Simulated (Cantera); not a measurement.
Charge: 1 mol SiC, 0.0031 mol H₂O, 51 mol N₂, equilibrated at 0.130 Pa.

Cantera equilibrium calculation (NASA polynomials, part measured and part estimated; ideal gas, pure solids and liquids). Candidate condensed phases: C, C₆H₆, C₇H₈, C₈H₁₈, H₂O, Si, SiC, SiO₂, Si₂N₂O, Si₃N₄; 151 gas species. N₂ is the only nitrogen source here; it is nearly inert below about 1500 K, so the nitride shown seldom forms there in practice. Mutual solubility and eutectic melting of coexisting phases are not modelled. The numbers say what is thermodynamically allowed, not how fast it happens.

x: gas mole fraction; n: condensed amount in mol.

| T (°C) | x N₂ | x Si | x SiC₂ | x CN | x H | x Si₂C | x H₂ | n C(graphite) | n Si₂N₂O(s) | n Si₃N₄(s) | n SiC(s) |
|---|---|---|---|---|---|---|---|---|---|---|---|
| 627 | 1.000 | <1e-12 | <1e-12 | <1e-12 | 8.05e-10 | <1e-12 | 6.16e-5 | 1.000 | 0.00310 | 0.331 | 0 |
| 727 | 1.000 | <1e-12 | <1e-12 | <1e-12 | ? | <1e-12 | 6.08e-5 | ? | 0.00296 | 0 | 0.994 |
| 827 | 1.000 | 7.62e-11 | <1e-12 | <1e-12 | 1.77e-7 | <1e-12 | 6.07e-5 | 0 | 0.00103 | 0 | 0.998 |
| 927 | 1.000 | 7.33e-8 | <1e-12 | <1e-12 | 1.34e-6 | 5.61e-12 | 6.01e-5 | 0 | 0.000276 | 0 | 0.998 |
| 1027 | 1.000 | 3.42e-6 | <1e-12 | 1.04e-11 | 7.33e-6 | 8.34e-10 | 5.71e-5 | 0 | 0 | 0 | 0.998 |
| 1127 | 1.000 | ? | ? | ? | ? | ? | ? | 0 | 0 | 0 | 0.997 |
| 1227 | 1.000 | 6.50e-5 | 9.35e-8 | 7.24e-8 | 7.27e-5 | 9.91e-8 | 2.21e-5 | 0 | 0 | 0 | 0.997 |
| 1327 | 0.999 | 0.000788 | 3.07e-6 | 7.12e-7 | 0.000107 | 2.50e-6 | 5.01e-6 | 0.0369 | 0 | 0 | 0.959 |
| 1427 | 0.992 | 0.00774 | 6.07e-5 | 4.88e-6 | 0.000116 | 4.67e-5 | 8.00e-7 | 0.394 | 0 | 0 | 0.594 |
| 1527 | 0.981 | 0.0188 | 0.000274 | 2.69e-5 | 0.000117 | 6.39e-5 | 1.38e-7 | 0.963 | 0 | 0 | 0 |
| 1627 | 0.980 | 0.0187 | 0.000473 | 0.000124 | 0.000117 | 1.70e-5 | 2.85e-8 | 0.940 | 0 | 0 | 0 |

**Question.** Complete the blanks.

**Answer.** 
- 1127, x Si: 3.96e-5
- 1127, x SiC₂: 1.62e-10
- 1127, x CN: 5.01e-10
- 1127, x H: 2.90e-5
- 1127, x Si₂C: 2.59e-8
- 1127, x H₂: 4.62e-5
- 727, x H: 1.55e-8
- 727, n C(graphite): 0.00579
